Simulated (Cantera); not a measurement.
Thermodynamics of aluminium nitride and oxide growth, feed Al + H₂O + N₂ + O₂

A closed system holds: 1 mol Al, 3.7 mol H₂O, 6.3 mol N₂, 0.25 mol O₂, equilibrated at 1748 K.

Method: chemical equilibrium by Gibbs-energy minimisation in Cantera with the NASA 1993 tables (ideal gas, pure condensed phases). Candidate condensed phases: Al, AlN, Al₂O₃, H₂O; 35 gas species. Gases not in the tables: Al(OH)₃. Rates play no part.

From 10.0 Pa to 100000 Pa the condensed part is Al₂O₃(s).

```tsv
P (Pa)	log p N₂	log p H₂O	log p H₂	log p H	log p OH	log p O₂	n Al₂O₃(s)
10	-4.20	-4.57	-5.01	-6.15	-6.94	-8.09	0.500
32	-3.70	-4.07	-4.50	-5.89	-6.69	-8.10	0.500
100	-3.20	-3.57	-4.00	-5.64	-6.44	-8.10	0.500
320	-2.70	-3.06	-3.50	-5.39	-6.19	-8.10	0.500
1000	-2.20	-2.57	-3.00	-5.14	-5.94	-8.11	0.500
3200	-1.70	-2.06	-2.50	-4.89	-5.69	-8.11	0.500
10000	-1.20	-1.57	-2.00	-4.64	-5.44	-8.11	0.500
32000	-0.70	-1.06	-1.50	-4.39	-5.19	-8.11	0.500
100000	-0.20	-0.57	-1.00	-4.14	-4.94	-8.11	0.500
```
log p: log10 of the partial pressure in bar; n: condensed amount in mol.
